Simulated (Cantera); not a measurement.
## NO annealing gas

An isothermal, constant-pressure homogeneous reactor starts with NO : N2 = 1 : 0.2 (molar parts), at 2175 K and 1.30 bar.

Cantera simulation using GRI-Mech 3.0 (53 species, 325 reactions); the numbers are that mechanism's predictions, not measurements.

```tsv
t (s)	x NO	x O2	x O	x NO2	x N2	x N2O
8.00e-6	0.833	3.34e-7	2.11e-5	6.82e-6	0.167	2.61e-5
3.14e-5	0.833	4.98e-6	6.47e-5	5.27e-5	0.167	9.24e-5
0.000123	0.832	0.000117	0.000208	0.000236	0.167	0.000249
0.000485	0.829	0.00150	0.000308	0.000365	0.168	0.000352
0.00190	0.817	0.00761	0.000347	0.000411	0.175	0.000342
0.00748	0.769	0.0315	0.000465	0.000536	0.199	0.000296
0.0294	0.599	0.116	0.000742	0.000693	0.284	0.000171
0.115	0.235	0.298	0.00112	0.000422	0.465	2.51e-5
0.454	0.0320	0.400	0.00129	6.63e-5	0.567	1.11e-6
1.78	0.0143	0.409	0.00130	3.00e-5	0.576	7.75e-7
7.00	0.0143	0.409	0.00130	2.99e-5	0.576	7.74e-7
```
x: mole fraction; the columns are a selection and need not sum to one.

Equilibrium at this temperature and pressure: NO 0.0143, O2 0.409, O 0.00130, NO2 2.99e-5, N2 0.576, N2O 7.74e-7 (gas phase only).
